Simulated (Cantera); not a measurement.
Cantera run, input and output.

```python
import numpy as np
import cantera as ct

gas = ct.Solution("gri30.yaml")
gas.TPX = 1200, 830000, {'CO': 1, 'H2': 0.51, 'CH4': 0.36, 'O2': 1.76, 'N2': 21.1}
reactor = ct.IdealGasConstPressureReactor(gas, energy="on", clone=False)
net = ct.ReactorNet([reactor])
net.rtol, net.atol = 1e-08, 1e-16
show = ['CO', 'H2', 'CH4', 'CH2O', 'H2O', 'C2H6']
times = np.geomspace(2e-06, 7, 16)

steps = ct.SolutionArray(gas, extra=["t"])
rows = []
print(f"{'t/s':>10s}{'T/K':>9s}{'P/Pa':>11s}" + "".join(f"{s:>11s}" for s in show))
for t in times:
    while net.time < t:
        t_next = net.step()
        steps.append(gas.state, t=t_next)
    rows.append([np.interp(t, steps.t, y) for y in (steps.T, steps.P, *steps(*show).X.T)])
    print(f"{t:10.3e}{rows[-1][0]:9.1f}{rows[-1][1]:11.4g}" + "".join(f"{x:11.3e}" for x in rows[-1][2:]))
rate = np.gradient(steps.T, steps.t)
print("integrator steps:", len(steps.t))
if steps.T.max() > steps.T[0] + 200:
    print(f"time of steepest temperature rise: {steps.t[rate.argmax()]:.4e} s")
gas.TPX = 1200, 830000, {'CO': 1, 'H2': 0.51, 'CH4': 0.36, 'O2': 1.76, 'N2': 21.1}
gas.equilibrate("HP")
print(f"equilibrium (HP): T = {gas.T:.1f} K  " + "  ".join(f"{s} {gas[s].X[0]:.3e}" for s in show))
```

Output:

```
       t/s      T/K       P/Pa         CO         H2        CH4       CH2O        H2O       C2H6
 2.000e-06   1200.0    8.3e+05  4.044e-02  2.062e-02  1.456e-02  1.141e-11  3.163e-09  6.778e-15
 5.461e-06   1200.0    8.3e+05  4.044e-02  2.062e-02  1.456e-02  1.316e-10  1.527e-08  3.057e-13
 1.491e-05   1200.0    8.3e+05  4.044e-02  2.062e-02  1.456e-02  1.336e-09  7.375e-08  1.059e-11
 4.072e-05   1200.0    8.3e+05  4.044e-02  2.062e-02  1.456e-02  1.700e-08  5.508e-07  5.256e-10
 1.112e-04   1200.1    8.3e+05  4.043e-02  2.061e-02  1.455e-02  1.791e-06  1.728e-05  2.680e-07
 3.037e-04   1266.1    8.3e+05  4.112e-02  1.826e-02  1.110e-02  6.599e-04  7.514e-03  1.634e-04
 8.292e-04   1977.3    8.3e+05  6.604e-04  1.089e-04  1.159e-20  2.359e-13  5.086e-02  1.499e-37
 2.264e-03   1982.2    8.3e+05  2.105e-04  4.189e-05  5.967e-22  2.977e-14  5.105e-02 -2.079e-38
 6.183e-03   1982.2    8.3e+05  2.059e-04  4.122e-05  7.660e-22  2.870e-14  5.106e-02  3.098e-40
 1.688e-02   1982.2    8.3e+05  2.059e-04  4.123e-05  7.657e-22  2.870e-14  5.106e-02  3.091e-40
 4.610e-02   1982.1    8.3e+05  2.059e-04  4.123e-05  7.653e-22  2.871e-14  5.106e-02  3.080e-40
 1.259e-01   1981.9    8.3e+05  2.060e-04  4.124e-05  7.644e-22  2.872e-14  5.106e-02  3.053e-40
 3.438e-01   1981.4    8.3e+05  2.060e-04  4.127e-05  7.621e-22  2.875e-14  5.106e-02  2.991e-40
 9.388e-01   1980.2    8.3e+05  2.061e-04  4.134e-05  7.580e-22  2.882e-14  5.106e-02  2.876e-40
 2.563e+00   1978.8    8.3e+05  2.064e-04  4.144e-05  7.542e-22  2.892e-14  5.106e-02  2.759e-40
 7.000e+00   1978.2    8.3e+05  2.065e-04  4.148e-05  7.531e-22  2.897e-14  5.106e-02  2.721e-40
integrator steps: 1872
time of steepest temperature rise: 4.1952e-04 s
equilibrium (HP): T = 1978.2 K  CO 2.065e-04  H2 4.149e-05  CH4 1.126e-21  CH2O 2.898e-14  H2O 5.106e-02  C2H6 4.251e-40
```

Computed with Cantera and GRI-Mech 3.0 (53 species, 325 reactions).
